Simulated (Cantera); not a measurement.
A closed system holds: 1 mol Fe(CO)5, 7.7 mol H2, held at 973 K and 1580 Torr.

Equilibrium computed with Cantera from the NASA thermochemical tables; the gas is ideal and each condensed phase is pure. The tables' stoichiometric FeO is somewhat more stable than real wüstite, so its field is too wide. FeO: taken at fixed stoichiometry. Rates play no part.

```csv
species,before,after
H2,0.549,0.601
CO,0.177,0.358
H2O,0.127,0.0178
CH4,0.0813,0.00619
CO2,0.0659,0.0171
"C(graphite), mol",2.02,0.351
"FeO(s), mol",1.00,0
"Fe(α), mol",0,1.00
```
Gas species are given as mole fractions.

Task: Which change was made?
A) H2 from 7.7 to 0.17 mol
B) pressure from 1580 Torr to 100 Torr
C) H2 from 7.7 to 1.5 mol
D) H2 from 7.7 to 0.048 mol

Result: B, pressure from 1580 Torr to 100 Torr. Condensed phases not in the tables: cementite and carbon dissolved in iron
